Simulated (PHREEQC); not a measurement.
A solution holds 0.0078 mol/kgw CdCl2, 8e-05 mol/kgw H3BO3 and 0.14 mol/kgw HCl, at 40 °C. Closed to the air; pH follows from the charge balance.

Computed with PHREEQC (ion-association model, phreeqc.dat).

**Question.** The ionic strength comes out as 0.148 mol/kgw. What activity coefficients do CdCl3-, CdCl+, Cl-, H+, Cd+2 get?

**Answer.** CdCl3- 0.76, CdCl+ 0.76, Cl- 0.73, H+ 0.81, Cd+2 0.32.

No solid was allowed to form. Constants without temperature data keep their 25 °C values here.
